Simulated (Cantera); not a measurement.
An adiabatic, constant-volume homogeneous reactor starts with CO : H₂ : O₂ : N₂ = 1 : 0.047 : 1.69 : 6.35 (molar parts), at 1650 K and 4.00 bar. Integrator tolerance rtol = 1e-08.

Cantera simulation using GRI-Mech 3.0 (53 species, 325 reactions); the numbers are that mechanism's predictions, not measurements. The hydrogen kinetics of GRI-Mech 3.0 are dated; newer H2 mechanisms differ, most at raised pressure.

Question: What does this change do: CO 1 to 0.73 parts?

Answer: 
```csv
quantity,before,after
time of steepest temperature rise,29.4 µs,31.7 µs
temperature at 10.0 s,2570 K,2396 K
equilibrium temperature,2570 K,2396 K
x(CO) at 10.0 s,0.00671 (gas-phase equilibrium 0.00671),0.00195 (gas-phase equilibrium 0.00195)
x(H₂) at 10.0 s,4.15e-5 (gas-phase equilibrium 4.15e-5),1.90e-5 (gas-phase equilibrium 1.90e-5)
x(O₂) at 10.0 s,0.127 (gas-phase equilibrium 0.127),0.146 (gas-phase equilibrium 0.146)
x(OH) at 10.0 s,0.00211 (gas-phase equilibrium 0.00211),0.00135 (gas-phase equilibrium 0.00135)
x(HO₂) at 10.0 s,3.79e-6 (gas-phase equilibrium 3.79e-6),2.78e-6 (gas-phase equilibrium 2.78e-6)
x(H₂O) at 10.0 s,0.00432 (gas-phase equilibrium 0.00432),0.00485 (gas-phase equilibrium 0.00485)
x(H₂O₂) at 10.0 s,3.05e-8 (gas-phase equilibrium 3.05e-8),2.44e-8 (gas-phase equilibrium 2.44e-8)
```

Question: What does this change do: N2 6.35 to 14 parts?

Answer: 
```tsv
quantity	before	after
time of steepest temperature rise	29.4 µs	55.8 µs
temperature at 10.0 s	2570 K	2215 K
equilibrium temperature	2570 K	2215 K
x(CO) at 10.0 s	0.00671 (gas-phase equilibrium 0.00671)	0.000685 (gas-phase equilibrium 0.000685)
x(H₂) at 10.0 s	4.15e-5 (gas-phase equilibrium 4.15e-5)	5.64e-6 (gas-phase equilibrium 5.64e-6)
x(O₂) at 10.0 s	0.127 (gas-phase equilibrium 0.127)	0.0681 (gas-phase equilibrium 0.0681)
x(OH) at 10.0 s	0.00211 (gas-phase equilibrium 0.00211)	0.000432 (gas-phase equilibrium 0.000432)
x(HO₂) at 10.0 s	3.79e-6 (gas-phase equilibrium 3.79e-6)	6.57e-7 (gas-phase equilibrium 6.57e-7)
x(H₂O) at 10.0 s	0.00432 (gas-phase equilibrium 0.00432)	0.00267 (gas-phase equilibrium 0.00267)
x(H₂O₂) at 10.0 s	3.05e-8 (gas-phase equilibrium 3.05e-8)	5.62e-9 (gas-phase equilibrium 5.62e-9)
```
